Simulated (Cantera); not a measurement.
A perfectly stirred reactor is fed with 0.209 % CH₃OH, 0.279 % O₂, 99.5 % N₂, equivalence ratio 1.1, at 1.00 atm; it is held at 1225 K, and followed from long to short residence time.

Detailed kinetics in Cantera: GRI-Mech 3.0 (53 species, 325 reactions). GRI-Mech 3.0 was tuned for natural gas; its chemistry of methanol as a main component is partial and can be far from experiment.

x: mole fraction; the columns are a selection and need not sum to one.

| τ (s) | x CH₃OH | x O₂ | x C₂H₆ | x NO | x OH |
|---|---|---|---|---|---|
| 0.93 | 3.02e-7 | [?] | 1.05e-11 | 1.28e-6 | 7.30e-6 |
| 0.41 | 5.02e-7 | [?] | 2.10e-11 | 1.49e-6 | 1.03e-5 |
| 0.18 | 8.58e-7 | [?] | 4.20e-11 | 1.62e-6 | 1.41e-5 |
| 0.079 | 1.52e-6 | [?] | 8.56e-11 | 1.60e-6 | 1.87e-5 |
| 0.035 | 2.78e-6 | [?] | 1.85e-10 | 1.43e-6 | 2.38e-5 |
| 0.015 | 5.59e-6 | [?] | 4.82e-10 | 1.11e-6 | 2.89e-5 |
| 0.0067 | 1.23e-5 | [?] | 1.54e-9 | 7.19e-7 | 3.17e-5 |

Problem. Complete the blanks.

Solution. 
- 0.93, x O₂: 2.67e-5
- 0.41, x O₂: 4.85e-5
- 0.18, x O₂: 8.84e-5
- 0.079, x O₂: 0.000158
- 0.035, x O₂: 0.000271
- 0.015, x O₂: 0.000456
- 0.0067, x O₂: 0.000724
